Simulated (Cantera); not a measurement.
A closed system holds: 1 mol Si2Cl6, 10 mol H2, a varied amount of Cl2, at 1.20 bar.

Points: T (K) = 1200, 1250, 1300, 1350, 1400, 1450, 1500, 1550, 1600, 1650, 1700; n(Cl2) (mol) = 0.04, 0.094, 0.15, 0.2, 0.26, 0.31, 0.36, 0.42, 0.47, 0.53, 0.58, 0.63, 0.69.

Cantera's Mixture.equilibrate('TP', solver="vcs", rtol=1e-11, max_steps=5000) on the NASA tables stopped like this:

```
ERROR: FAILURE its = 5001!

*******************************************************************************
CanteraError thrown by MultiPhase::equilibrate:
VCS solver failed. Return code: -1
*******************************************************************************
```

Question: What got this run through?

Answer: Several could match; the one computed here: The failure is numerical, not chemical. The same input converged with solver="gibbs", rtol=1e-10, max_steps=50000, and the result passed a check of the equilibrium conditions:
```
   1200       0.04  Si(cr)
   1200      0.094  Si(cr)
   1200       0.15  Si(cr)
   1200        0.2  Si(cr)
   1200       0.26  Si(cr)
   1200       0.31  Si(cr)
   1200       0.36  Si(cr)
   1200       0.42  Si(cr)
   1200       0.47  Si(cr)
   1200       0.53  Si(cr)
   1200       0.58  Si(cr)
   1200       0.63  Si(cr)
   1200       0.69  Si(cr)
   1250       0.04  Si(cr)
   1250      0.094  Si(cr)
   1250       0.15  Si(cr)
   1250        0.2  Si(cr)
   1250       0.26  Si(cr)
   1250       0.31  Si(cr)
   1250       0.36  Si(cr)
   1250       0.42  Si(cr)
   1250       0.47  Si(cr)
   1250       0.53  Si(cr)
   1250       0.58  Si(cr)
   1250       0.63  Si(cr)
   1250       0.69  Si(cr)
   1300       0.04  Si(cr)
   1300      0.094  Si(cr)
   1300       0.15  Si(cr)
   1300        0.2  Si(cr)
   1300       0.26  Si(cr)
   1300       0.31  Si(cr)
   1300       0.36  Si(cr)
   1300       0.42  Si(cr)
   1300       0.47  Si(cr)
   1300       0.53  Si(cr)
   1300       0.58  Si(cr)
   1300       0.63  Si(cr)
   1300       0.69  Si(cr)
   1350       0.04  Si(cr)
   1350      0.094  Si(cr)
   1350       0.15  Si(cr)
   1350        0.2  Si(cr)
   1350       0.26  Si(cr)
   1350       0.31  Si(cr)
   1350       0.36  Si(cr)
   1350       0.42  Si(cr)
   1350       0.47  Si(cr)
   1350       0.53  Si(cr)
   1350       0.58  Si(cr)
   1350       0.63  Si(cr)
   1350       0.69  Si(cr)
   1400       0.04  Si(cr)
   1400      0.094  Si(cr)
   1400       0.15  Si(cr)
   1400        0.2  Si(cr)
   1400       0.26  Si(cr)
   1400       0.31  Si(cr)
   1400       0.36  Si(cr)
   1400       0.42  Si(cr)
   1400       0.47  Si(cr)
   1400       0.53  Si(cr)
   1400       0.58  Si(cr)
   1400       0.63  Si(cr)
   1400       0.69  Si(cr)
   1450       0.04  Si(cr)
   1450      0.094  Si(cr)
   1450       0.15  Si(cr)
   1450        0.2  Si(cr)
   1450       0.26  Si(cr)
   1450       0.31  Si(cr)
   1450       0.36  Si(cr)
   1450       0.42  Si(cr)
   1450       0.47  Si(cr)
   1450       0.53  Si(cr)
   1450       0.58  Si(cr)
   1450       0.63  Si(cr)
   1450       0.69  gas only
   1500       0.04  Si(cr)
   1500      0.094  Si(cr)
   1500       0.15  Si(cr)
   1500        0.2  Si(cr)
   1500       0.26  Si(cr)
   1500       0.31  Si(cr)
   1500       0.36  Si(cr)
   1500       0.42  Si(cr)
   1500       0.47  Si(cr)
   1500       0.53  Si(cr)
   1500       0.58  gas only
   1500       0.63  gas only
   1500       0.69  gas only
   1550       0.04  Si(cr)
   1550      0.094  Si(cr)
   1550       0.15  Si(cr)
   1550        0.2  Si(cr)
   1550       0.26  Si(cr)
   1550       0.31  Si(cr)
   1550       0.36  Si(cr)
   1550       0.42  Si(cr)
   1550       0.47  gas only
   1550       0.53  gas only
   1550       0.58  gas only
   1550       0.63  gas only
   1550       0.69  gas only
   1600       0.04  Si(cr)
   1600      0.094  Si(cr)
   1600       0.15  Si(cr)
   1600        0.2  Si(cr)
   1600       0.26  Si(cr)
   1600       0.31  Si(cr)
   1600       0.36  Si(cr)
   1600       0.42  gas only
   1600       0.47  gas only
   1600       0.53  gas only
   1600       0.58  gas only
   1600       0.63  gas only
   1600       0.69  gas only
   1650       0.04  Si(cr)
   1650      0.094  Si(cr)
   1650       0.15  Si(cr)
   1650        0.2  Si(cr)
   1650       0.26  Si(cr)
   1650       0.31  gas only
   1650       0.36  gas only
   1650       0.42  gas only
   1650       0.47  gas only
   1650       0.53  gas only
   1650       0.58  gas only
   1650       0.63  gas only
   1650       0.69  gas only
   1700       0.04  Si(L)
   1700      0.094  Si(L)
   1700       0.15  Si(L)
   1700        0.2  Si(L)
   1700       0.26  gas only
   1700       0.31  gas only
   1700       0.36  gas only
   1700       0.42  gas only
   1700       0.47  gas only
   1700       0.53  gas only
   1700       0.58  gas only
   1700       0.63  gas only
   1700       0.69  gas only
```

The gas is ideal and each condensed phase is pure. The feed counts by its element totals alone. The tables' values for SiCl3 are old estimates.
